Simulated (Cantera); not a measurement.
Feed: 1 mol B, 0.32 mol H2O, 120 mol H2, equilibrated at 2300 K and 0.100 bar.

Equilibrium computed with Cantera from the NASA thermochemical tables; the gas is ideal and each condensed phase is pure. Candidate condensed phases: B, B2O3, B3O3H3, H2O; 23 gas species. The tables' values for BH2 are old estimates; treat these amounts as uncertain. Gases not in the tables: B2H6 and higher boranes. Equilibrium is a limit: real reactors are often held back by kinetics, nucleation or transport.

Base state: H2 0.965, H 0.0301, BH2 0.00201, HBO 0.00191, BO 0.000668, B 0.000101, BH 2.76e-5, BH3 2.10e-5 (mole fractions); condensed: B(s).

Question: What changes in the equilibrium state with this change: H2 from 120 to 1.1 mol?

Answer: 
| species | before | after |
|---|---|---|
| H2 | 0.965 | 0.801 |
| HBO | 0.00191 | 0.103 |
| BO | 0.000668 | 0.0397 |
| B2O2 | 7.00e-6 | 0.0247 |
| H | 0.0301 | 0.0274 |
| B2O3 | 2.26e-9 | 0.000474 |
| HBO2 | 9.92e-8 | 0.000318 |
| B2O | 1.89e-5 | 0.00112 |
| B(s), mol | 0.414 | 0.677 |
